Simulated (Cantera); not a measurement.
A Cantera script and its output.

```python
import numpy as np
import cantera as ct

gas = ct.Solution("h2o2.yaml")
gas.TPX = 1400, 97000, {'H2': 0.63, 'O2': 0.16, 'N2': 3.7}
reactor = ct.IdealGasConstPressureReactor(gas, energy="off", clone=False)
net = ct.ReactorNet([reactor])
net.rtol, net.atol = 1e-08, 1e-18
show = ['H2', 'O2', 'HO2', 'H', 'H2O2', 'H2O', 'OH']
times = np.geomspace(7e-05, 100, 11)

steps = ct.SolutionArray(gas, extra=["t"])
rows = []
print(f"{'t/s':>10s}{'T/K':>9s}{'P/Pa':>11s}" + "".join(f"{s:>11s}" for s in show))
for t in times:
    while net.time < t:
        t_next = net.step()
        steps.append(gas.state, t=t_next)
    rows.append([np.interp(t, steps.t, y) for y in (steps.T, steps.P, *steps(*show).X.T)])
    print(f"{t:10.3e}{rows[-1][0]:9.1f}{rows[-1][1]:11.4g}" + "".join(f"{x:11.3e}" for x in rows[-1][2:]))
rate = np.gradient(steps.T, steps.t)
print("integrator steps:", len(steps.t))
if steps.T.max() > steps.T[0] + 200:
    print(f"time of steepest temperature rise: {steps.t[rate.argmax()]:.4e} s")
gas.TPX = 1400, 97000, {'H2': 0.63, 'O2': 0.16, 'N2': 3.7}
gas.equilibrate("TP")
print(f"equilibrium (TP): T = {gas.T:.1f} K  " + "  ".join(f"{s} {gas[s].X[0]:.3e}" for s in show))
```

It prints:

```
       t/s      T/K       P/Pa         H2         O2        HO2          H       H2O2        H2O         OH
 7.000e-05   1400.0    9.7e+04  8.255e-02  1.363e-02  5.825e-06  3.360e-02  3.374e-07  4.054e-02  1.514e-03
 2.888e-04   1400.0    9.7e+04  6.280e-02  5.673e-05  3.304e-08  1.712e-02  5.428e-08  7.264e-02  3.919e-04
 1.191e-03   1400.0    9.7e+04  6.940e-02  2.547e-06  1.807e-09  4.182e-03  9.429e-09  7.365e-02  8.804e-05
 4.916e-03   1400.0    9.7e+04  7.106e-02  1.412e-07  1.335e-10  1.010e-03  1.268e-09  7.384e-02  2.085e-05
 2.028e-02   1400.0    9.7e+04  7.146e-02  8.260e-09  9.331e-12  2.445e-04  1.106e-10  7.389e-02  5.022e-06
 8.367e-02   1400.0    9.7e+04  7.156e-02  4.870e-10  5.570e-13  5.926e-05  7.380e-12  7.390e-02  1.216e-06
 3.452e-01   1400.0    9.7e+04  7.159e-02  2.891e-11  2.768e-14  1.440e-05  4.506e-13  7.390e-02  2.954e-07
 1.424e+00   1400.0    9.7e+04  7.159e-02  1.853e-12  1.096e-15  3.649e-06  2.914e-14  7.390e-02  7.483e-08
 5.875e+00   1400.0    9.7e+04  7.159e-02  2.740e-13  1.025e-16  1.449e-06  4.603e-15  7.390e-02  2.972e-08
 2.424e+01   1400.0    9.7e+04  7.159e-02  2.273e-13  8.181e-17  1.330e-06  3.880e-15  7.390e-02  2.728e-08
 1.000e+02   1400.0    9.7e+04  7.159e-02  2.273e-13  8.181e-17  1.330e-06  3.880e-15  7.390e-02  2.728e-08
integrator steps: 2589
equilibrium (TP): T = 1400.0 K  H2 7.159e-02  O2 2.273e-13  HO2 8.181e-17  H 1.330e-06  H2O2 3.880e-15  H2O 7.390e-02  OH 2.728e-08
```

Computed with Cantera and the H2/O2 subset of GRI-Mech 3.0, which has no nitrogen chemistry. The temperature is held fixed by assumption; the heat of reaction is taken as removed at once.
